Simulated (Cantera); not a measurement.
Input (Python, Cantera) and output of one run.

```python
import numpy as np
import cantera as ct

gas_names = [...]  # 109 gases of nasa_gas.yaml made of C, Cl, H, Si
cond_names = """
    C(gr) C6H6(L) C7H8(L) C8H18(L),n-octa Si(cr) Si(L) SiC(b)
""".split()


# ... load() reads the species with a 1 bar reference pressure and builds the phases ...
atoms = {
    '(CH3)2SiCl2': {'C': 2, 'H': 6, 'Si': 1, 'CL': 2},
    'HCl': {'H': 1, 'CL': 1},
    'H2': {'H': 2},
}
top_T = {'C(gr)': 4500, 'SiC(b)': 3050}  # K; cautious upper limits of use, not melting points


# ... equilibrate(T, P, feed) seeds the gas with the atoms and calls Mixture.equilibrate('TP', solver="vcs", rtol=1e-11, max_steps=5000) ...
results = []
feed = {'(CH3)2SiCl2': 1, 'HCl': 2.9, 'H2': 410}  # mol
T = 1125  # K
P = 80000  # Pa
mix = equilibrate(T, P, feed)
results.append((T, P, feed, dict(zip(mix.species_names, mix.species_moles))))
x = sorted(zip(gas.X, gas.species_names), reverse=True)
print(f"T = {T:g} K  P = {P:g} Pa  gas = {mix.phase_moles(0):.4g} mol")
print("   x: " + "  ".join(f"{s} {v:.3e}" for v, s in x if v > 0.001))
print("   condensed (mol): " + ("  ".join(f"{mix.phase(i).name} {mix.phase_moles(i):.4g}"
      for i in range(1, mix.n_phases) if mix.phase_moles(i) > 1e-12) or "none"))
```

Result:

```
T = 1125 K  P = 80000 Pa  gas = 415.9 mol
   x: H2 9.859e-01  HCL 1.163e-02  CH4 2.452e-03
   condensed (mol): SiC(b) 0.9803
```

Cantera equilibrium calculation (NASA polynomials, part measured and part estimated; ideal gas, pure solids and liquids). The feed counts by its element totals alone.
